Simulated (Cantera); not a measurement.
## Reactions in the system C-H-K-O

Standard-state values (1 bar) from the NASA 1993 polynomials, evaluated with Cantera. Values are per mole of reaction as written; species without (g) are pure solids or liquids, kept so even where they would boil at 1 bar.

6 CO(g) + 12 H(g) + 6 K = 6 KOH(g) + C6H6(g)

```tsv
T (K)	ΔH° (kJ)	ΔS° (J/K)	ΔG° (kJ)	log10 K
1050	-3383.4	-1498.0	-1810.6	90.07
1075	-3385.7	-1500.1	-1773.1	86.15
1100	-3388.0	-1502.2	-1735.5	82.41
1125	-3390.3	-1504.3	-1698.0	78.84
1150	-3392.5	-1506.3	-1660.3	75.41
1175	-3394.8	-1508.2	-1622.7	72.13
1200	-3397.1	-1510.1	-1584.9	68.99
```
